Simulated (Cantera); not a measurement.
Feed: 1 mol Si3N4, 0.52 mol Cl2, 36 mol N2, held at 1750 K and 10.0 mbar.

Equilibrium computed with Cantera from the NASA thermochemical tables; the gas is ideal and each condensed phase is pure. Candidate condensed phases: Si, Si3N4; 13 gas species. The tables' values for SiCl, SiCl3 are old estimates; treat these amounts as uncertain. Equilibrium is a limit: real reactors are often held back by kinetics, nucleation or transport.

Base state: N2 0.986, SiCl2 0.0139, Cl 0.000159, SiCl 8.29e-5, Si 7.95e-5, SiCl3 7.79e-5 (mole fractions); condensed: Si3N4(s).

Problem. What changes in the equilibrium state with this change: Cl2 from 0.52 to 2.1 mol?

Solution. 
```
species          before     after
-------------  --------  --------
N2                0.986     0.947
SiCl2            0.0139    0.0521
SiCl3           7.79e-5  0.000559
SiCl4           7.77e-7   1.07e-5
SiCl            8.29e-5  0.000163
Cl             0.000159  0.000304
Si              7.95e-5   8.17e-5
Si3N4(s), mol     0.827     0.304
```
The tables' values for SiCl3, SiCl are old estimates; treat these amounts as uncertain.

Problem. What changes in the equilibrium state with this change: Cl2 from 0.52 to 2 mol?

Solution. 
```csv
species,before,after
N2,0.986,0.949
SiCl2,0.0139,0.0498
SiCl3,7.79e-5,0.000524
SiCl,8.29e-5,0.000159
Cl,0.000159,0.000298
"Si3N4(s), mol",0.827,0.337
```
The tables' values for SiCl3, SiCl are old estimates; treat these amounts as uncertain.
